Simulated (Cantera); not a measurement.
A closed system holds: 1 mol SiC, 0.17 mol N₂O, a varied amount of N₂, equilibrated at 1623 K and 87.0 mbar.

Cantera equilibrium calculation (NASA polynomials, part measured and part estimated; ideal gas, pure solids and liquids). Candidate condensed phases: C, Si, SiC, SiO₂, Si₂N₂O, Si₃N₄; 34 gas species. Mutual solubility and eutectic melting of coexisting phases are not modelled. Kinetics and transport are ignored.

log p: log10 of the partial pressure in bar; n: condensed amount in mol.

| n(N₂) (mol) | log p N₂ | log p CO | log p SiO | log p Si | n SiC(s) | n Si₂N₂O(s) | n Si₃N₄(s) |
|---|---|---|---|---|---|---|---|
| 45 | -1.06 | -3.66 | -5.53 | -8.43 | 0.887 | 0.0556 | 0 |
| 55 | -1.06 | -3.75 | -5.56 | -8.40 | 0.887 | 0.0555 | 0 |
| 68 | -1.06 | ___ | -5.59 | -8.37 | 0.887 | 0.0553 | 0 |
| 83 | -1.06 | -3.93 | -5.62 | -8.34 | 0.887 | 0.0551 | 0 |
| 100 | -1.06 | -3.96 | -5.63 | -8.33 | 0.873 | ___ | ___ |
| 120 | -1.06 | -3.96 | -5.63 | -8.33 | 0.848 | 0.0150 | 0.0395 |
| 150 | -1.06 | -4.02 | -5.69 | -8.33 | 0.834 | 0 | 0.0543 |
| 190 | -1.06 | -4.12 | -5.79 | -8.33 | 0.834 | 0 | 0.0543 |
| 230 | -1.06 | -4.20 | -5.87 | -8.33 | 0.834 | 0 | 0.0543 |

Problem. Fill in the missing entries.

Solution. 
- 68, log p CO: -3.84
- 100, n Si₂N₂O(s): 0.0408
- 100, n Si₃N₄(s): 0.0141
